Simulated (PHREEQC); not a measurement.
A column of 0.5 m (30 cells, dispersivity 0.04 m, 300 s a shift, diffusion coefficient 3e-10 m²/s) holds 0.061 eq of the database's cation exchanger X per kg of pore water, first in equilibrium with 0.0015 mol/kgw NH4Cl, 0.054 mol/kgw MnCl2 and 1e-05 mol/kgw HCl. It is flushed with 12 mmol/kgw (NH4)2SO4, 1 mmol/kgw NaCl and 0.01 mmol/kgw HCl, at 25 °C. Values are for the last cell. No CO2 enters from the air. Nothing may precipitate in this run.

The series has 31 steps of pore volumes, from 0 to 7.017.

Equilibrium calculation in PHREEQC: ion-association model, phreeqc.dat.

Task: After how many pore volumes does S at the outlet first reach half of its feed value?

Result: By 0.95 pore volumes.

Task: After how many pore volumes does Na at the outlet first reach half of its feed value?

Result: By 1.4 pore volumes.

Complexes and solids missing from the database can't appear.
